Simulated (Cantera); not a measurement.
A perfectly stirred reactor is fed with CH4 : H2O = 1 : 3.3 (molar parts), at 14000 Pa; it is held at 1648 K, and followed from long to short residence time.

Computed with Cantera and GRI-Mech 3.0 (53 species, 325 reactions).

**Question.** What does this change do: pressure from 14000 Pa to 101000 Pa?

**Answer.** 
```tsv
quantity	before	after
x(CH4) at τ = 1.80 s	0.0335	0.0284
x(H2O) at τ = 1.80 s	0.489	0.439
x(C2H6) at τ = 1.80 s	1.01e-5	7.17e-6
x(CH2) at τ = 1.80 s	1.18e-7	1.82e-8
x(O2) at τ = 1.80 s	7.94e-10	1.02e-10
x(CH4) at τ = 29.0 ms	0.152	0.120
x(H2O) at τ = 29.0 ms	0.715	0.682
x(C2H6) at τ = 29.0 ms	0.000283	0.000231
x(CH2) at τ = 29.0 ms	4.61e-7	1.00e-7
x(O2) at τ = 29.0 ms	2.97e-9	5.35e-10
```

**Question.** What does this change do: temperature 1648 to 2150 K?

**Answer.** 
| quantity | before | after |
|---|---|---|
| x(CH4) at τ = 1.80 s | 0.0335 | 8.73e-5 |
| x(H2O) at τ = 1.80 s | 0.489 | 0.344 |
| x(C2H6) at τ = 1.80 s | 1.01e-5 | 1.70e-10 |
| x(CH2) at τ = 1.80 s | 1.18e-7 | 3.61e-7 |
| x(O2) at τ = 1.80 s | 7.94e-10 | 1.65e-6 |
| x(CH4) at τ = 29.0 ms | 0.152 | 0.00569 |
| x(H2O) at τ = 29.0 ms | 0.715 | 0.369 |
| x(C2H6) at τ = 29.0 ms | 0.000283 | 5.25e-7 |
| x(CH2) at τ = 29.0 ms | 4.61e-7 | 1.56e-5 |
| x(O2) at τ = 29.0 ms | 2.97e-9 | 1.15e-6 |
